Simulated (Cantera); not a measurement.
Feed: 1 mol SiH2Cl2, 0.062 mol HCl, 3.7 mol H2, equilibrated at 1148.15 K and 0.100 bar.

Cantera equilibrium calculation (NASA polynomials, part measured and part estimated; ideal gas, pure solids and liquids). Candidate condensed phases: Si; 19 gas species. The tables' values for SiCl3 are old estimates; treat these amounts as uncertain. Kinetics and transport are ignored.

Base state: H2 0.853, SiCl4 0.0605, HCl 0.0522, SiHCl3 0.0199, SiCl2 0.00700, SiCl3 0.00619, SiH2Cl2 0.000818 (mole fractions); condensed: Si(s).

### Question
What changes in the equilibrium state with this change: temperature from 1148.15 K to 1275 K?

### Answer
| species | before | after |
|---|---|---|
| H2 | 0.853 | 0.814 |
| HCl | 0.0522 | 0.0937 |
| SiCl4 | 0.0605 | 0.0375 |
| SiCl2 | 0.00700 | 0.0279 |
| SiCl3 | 0.00619 | 0.0127 |
| SiHCl3 | 0.0199 | 0.0132 |
| SiH2Cl2 | 0.000818 | 0.000640 |
| Si(s), mol | 0.498 | 0.499 |
